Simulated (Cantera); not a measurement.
Input (Python, Cantera) and output of one run.

```python
import numpy as np
import cantera as ct

gas_names = [...]  # 113 gases of nasa_gas.yaml made of C, Cu, H, O
cond_names = """
    C(gr) C6H6(L) C7H8(L) C8H18(L),n-octa Cu(cr) Cu(L) CuO(s) CuO2H2(s) Cu2O(s) Cu2O(L) H2O(s) H2O(L)
""".split()


# ... load() reads the species with a 1 bar reference pressure and builds the phases ...
atoms = {
    'CuO': {'Cu': 1, 'O': 1},
    'CH4': {'C': 1, 'H': 4},
    'CO': {'C': 1, 'O': 1},
}
top_T = {'C(gr)': 4500, 'CuO(s)': 1390}  # K; cautious upper limits of use, not melting points


# ... equilibrate(T, P, feed) seeds the gas with the atoms and calls Mixture.equilibrate('TP', solver="vcs", rtol=1e-11, max_steps=5000) ...
results = []
feed = {'CuO': 1, 'CH4': 0.57, 'CO': 0.082}  # mol
P = 340  # Pa
for T in [1075, 1225, 1375, 1525, 1675, 1825, 1975, 2125, 2275, 2425, 2575]:
    mix = equilibrate(T, P, feed)
    results.append((T, P, feed, dict(zip(mix.species_names, mix.species_moles))))

top = {s: max(r[3][s] / sum(r[3][g] for g in gas_names) for r in results) for s in gas_names}
cols = sorted((s for s in top if top[s] > 1e-05), key=lambda s: -top[s])[:7]
seen = [c for c in cond_names if any(r[3].get(c, 0) > 1e-12 for r in results)]
print("log10 of partial pressures in bar; condensed amounts in mol")
print(f"{'T/K':>10s}" + "".join(f"{s[:9]:>10s}" for s in cols + seen))
for T, P, feed, n in results:
    ng = sum(n[g] for g in gas_names)
    print(f"{T:10.4g}" + "".join(f"{np.log10(max(n[s] / ng * P / 1e5, 1e-99)):10.3f}" for s in cols)
          + "".join(f"{n.get(c, 0):10.4g}" for c in seen))
```

It prints:

```
log10 of partial pressures in bar; condensed amounts in mol
       T/K        H2        Cu        CO         H       H2O       CO2        OH    Cu(cr)     Cu(L)
      1075    -2.781    -9.593    -3.032    -9.224    -3.294    -3.512   -12.158         1         0
      1225    -2.798    -7.616    -3.003    -7.906    -3.242    -3.613   -10.390         1         0
      1375    -2.811    -6.085    -2.984    -6.870    -3.210    -3.700    -9.015         0    0.9996
      1525    -2.821    -4.905    -2.973    -6.037    -3.191    -3.773    -7.915         0    0.9934
      1675    -2.841    -3.942    -2.978    -5.356    -3.190    -3.847    -7.020         0    0.9376
      1825    -2.938    -3.143    -3.061    -4.825    -3.270    -3.986    -6.313         0    0.5149
      1975    -3.038    -2.918    -3.147    -4.383    -3.355    -4.116    -5.720         0         0
      2125    -3.060    -2.922    -3.149    -3.970    -3.360    -4.150    -5.176         0         0
      2275    -3.101    -2.932    -3.157    -3.622    -3.385    -4.183    -4.713         0         0
      2425    -3.173    -2.952    -3.173    -3.333    -3.459    -4.237    -4.343         0         0
      2575    -3.284    -2.987    -3.201    -3.103    -3.652    -4.375    -4.117         0         0
```

Method: chemical equilibrium by Gibbs-energy minimisation in Cantera with the NASA 1993 tables (ideal gas, pure condensed phases).
